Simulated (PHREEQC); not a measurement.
Dissolve 2.3 mmol/kgw H2SO4, 0.071 mmol/kgw KNO3 and 110 mmol/kgw KH2PO4 at 20 °C. Closed to the air; pH follows from the charge balance.

Computed with PHREEQC (ion-association model, wateq4f.dat).

No solid was allowed to form.

### Question
Order these S species by the share of S that they hold, largest first: HSO4-, KSO4-, SO4-2.

### Answer
SO4-2 (79 %), KSO4- (20 %), HSO4- (1.2 %)

The pH is 3.43 and the ionic strength 0.112 mol/kgw. H3PO4, which wateq4f.dat lacks, is added to it with the constant of phreeqc.dat.
